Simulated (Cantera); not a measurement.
A perfectly stirred reactor is fed with 73.5 % NH₃, 26.5 % N₂, at 100.0 Torr; it is held at 1625 K, and followed from long to short residence time.

Detailed kinetics in Cantera: the gas-phase N/H chemistry of the illustrative SiF4/NH3 mechanism in the Surface Chemkin manual (1991). Walls and surfaces, which speed up NH3 decomposition in real reactors, are not modelled.

### Question
Predict: x(NH₃) at τ = 9.30 s; x(NH₂) at τ = 9.30 s; x(NH) at τ = 9.30 s; x(N) at τ = 9.30 s; x(H₂) at τ = 9.30 s; x(NH₃) at τ = 0.210 s; x(NH₂) at τ = 0.210 s; x(NH) at τ = 0.210 s; x(N) at τ = 0.210 s; x(H₂) at τ = 0.210 s.

### Answer
| Item | Result |
|---|---|
| x(NH₃) at τ = 9.30 s | 0.467 |
| x(NH₂) at τ = 9.30 s | 0.000101 |
| x(NH) at τ = 9.30 s | 5.87e-7 |
| x(N) at τ = 9.30 s | 2.03e-8 |
| x(H₂) at τ = 9.30 s | 0.232 |
| x(NH₃) at τ = 0.210 s | 0.725 |
| x(NH₂) at τ = 0.210 s | 0.000142 |
| x(NH) at τ = 0.210 s | 4.38e-7 |
| x(N) at τ = 0.210 s | 2.62e-9 |
| x(H₂) at τ = 0.210 s | 0.00862 |
